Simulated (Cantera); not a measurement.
Feed: 1 mol BF3, 3.5 mol H2, 0.41 mol O2, held at 825 K and 34.0 mbar.

Equilibrium computed with Cantera from the NASA thermochemical tables; the gas is ideal and each condensed phase is pure. Candidate condensed phases: B, B2O3, B3O3H3, H2O; 43 gas species. Gases not in the tables: H3BO3. Rates play no part.

Base state: H2 0.587, BF3 0.176, H2O 0.134, HF 0.0888, B3O3F3 0.0131, (HBO2)3 0.000707 (mole fractions); condensed: B2O3(l).

Problem. What changes in the equilibrium state with this change: BF3 replaced by B2H6?

Solution. 
| species | before | after |
|---|---|---|
| H2 | 0.587 | 0.999 |
| B3O3H3 | <1e-9 | 0.000831 |
| BF3 | 0.176 | 0 |
| H2O | 0.134 | <1e-9 |
| HF | 0.0888 | 0 |
| B3O3F3 | 0.0131 | 0 |
| (HBO2)3 | 0.000707 | <1e-9 |
| B2O3(l), mol | 0.00290 | 0.268 |
| B(s), mol | 0 | 1.45 |
The feed counts by its element totals alone.

Problem. What changes in the equilibrium state with this change: O2 from 0.41 to 5.9 mol?

Solution. 
```
species         before    after
------------  --------  -------
O2               <1e-9    0.472
H2O              0.134    0.341
HF              0.0888    0.106
H2               0.587    <1e-9
BF3              0.176   0.0731
B3O3F3          0.0131  0.00543
(HBO2)3       0.000707  0.00287
B2O3(l), mol   0.00290   0.0691
```

Problem. What changes in the equilibrium state with this change: O2 from 0.41 to 0.11 mol?

Solution. 
| species | before | after |
|---|---|---|
| H2 | 0.587 | 0.723 |
| BF3 | 0.176 | 0.198 |
| HF | 0.0888 | 0.0453 |
| H2O | 0.134 | 0.0258 |
| B3O3F3 | 0.0131 | 0.00751 |
| (HBO2)3 | 0.000707 | 2.19e-5 |
| B2O3(l), mol | 0.00290 | 0 |
